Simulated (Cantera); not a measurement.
## Premixed flame

A freely propagating, adiabatic, planar premixed flame of CH4 : C2H6 : C3H8 : O2 : N2 : H2 = 1 : 0.36 : 0.063 : 3.89 : 14.6 : 0.022 (molar parts), equivalence ratio 0.92, unburnt at 448 K and 750 Torr; mixture-averaged transport, grid criteria slope 0.08 and curve 0.16, no radiation.

Model: GRI-Mech 3.0 (53 species, 325 reactions), integrated in Cantera. Burning velocities carry a grid error of a few per cent, more on coarse grids.

```
z (mm)   T (K)  u (m/s)     x CH4    x C2H6    x C3H8    x NO2     x H2   x H2O2
-------  -----  -------  --------  --------  --------  -------  -------  -------
-1.09      448    0.751    0.0501    0.0180   0.00316    <1e-8  0.00168  1.66e-8
-0.727     449    0.754    0.0500    0.0180   0.00316    <1e-8  0.00288  2.21e-7
-0.546     455    0.765    0.0497    0.0180   0.00315    <1e-8  0.00446  1.24e-6
-0.364     504    0.851    0.0480    0.0177   0.00312  7.09e-8  0.00785  9.77e-6
-0.182     877     1.51    0.0361    0.0132   0.00243  1.80e-7   0.0137  3.47e-5
-0.0909   1294     2.26    0.0219   0.00587  0.000960  4.84e-8   0.0167  2.27e-5
0         1687     2.97   0.00600  0.000360   2.71e-5    <1e-8   0.0166  1.56e-6
0.0909    1845     3.25  0.000479   9.58e-7   1.31e-8    <1e-8   0.0123  4.25e-7
0.182     1894     3.32   1.95e-5     <1e-8     <1e-8    <1e-8   0.0101  3.54e-7
0.364     1953     3.40   4.70e-8     <1e-8     <1e-8    <1e-8  0.00944  2.91e-7
0.727     2027     3.51     <1e-8     <1e-8     <1e-8    <1e-8  0.00843  2.17e-7
1.45      2107     3.63     <1e-8     <1e-8     <1e-8    <1e-8  0.00658  1.56e-7
2.91      2178     3.74     <1e-8     <1e-8     <1e-8  1.33e-8  0.00464  1.15e-7
```
x: mole fraction of selected species; z is measured from the peak of heat release.

```
Item                         Result
------------------------  ---------
laminar burning velocity  75.1 cm/s
thermal thickness          0.364 mm
peak x(H2O2)                3.50e-5
grid points                     146
```
